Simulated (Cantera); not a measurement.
A closed system holds: 1 mol Si₂H₆, 10 mol H₂O, 51 mol H₂, at 13.3 mbar.

Method: chemical equilibrium by Gibbs-energy minimisation in Cantera with the NASA 1993 tables (ideal gas, pure condensed phases). Candidate condensed phases: H₂O, Si, SiO₂; 18 gas species. The feed counts by its element totals alone. The tables hold silica as quartz up to 1696 K and as liquid above; real silica turns to tridymite and cristobalite and melts near 1996 K. Equilibrium is a limit: real reactors are often held back by kinetics, nucleation or transport. All values below are at 1500 K.

Base state: H₂ 0.906, H₂O 0.0937, H 0.000145 (mole fractions); condensed: SiO₂(β-quartz).

Q: What changes in the equilibrium state with this change: H₂O from 10 to 1.3 mol?

A: 
| species | before | after |
|---|---|---|
| H₂ | 0.906 | 0.977 |
| SiO | 1.24e-6 | 0.0230 |
| H | 0.000145 | 0.000151 |
| H₂O | 0.0937 | 1.91e-6 |
| SiO₂(β-quartz), mol | 2.00 | 0 |
| Si(s), mol | 0 | 0.700 |
